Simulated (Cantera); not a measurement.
Feed: 1 mol SiO2, 0.84 mol F2, held at 39.0 Pa.

Equilibrium computed with Cantera from the NASA thermochemical tables; the gas is ideal and each condensed phase is pure. Candidate condensed phases: Si, SiO2; 17 gas species. The numbers say what is thermodynamically allowed, not how fast it happens. All values below are at 998 K.

Base state: O2 0.500, SiF4 0.500 (mole fractions); condensed: SiO2(β-quartz).

Task: What changes in the equilibrium state with this change: F2 from 0.84 to 4.1 mol?

Result: 
| species | before | after |
|---|---|---|
| F | <1e-9 | 0.654 |
| SiF4 | 0.500 | 0.164 |
| O2 | 0.500 | 0.164 |
| F2 | <1e-9 | 0.0180 |
| SiO2(β-quartz), mol | 0.580 | 0 |
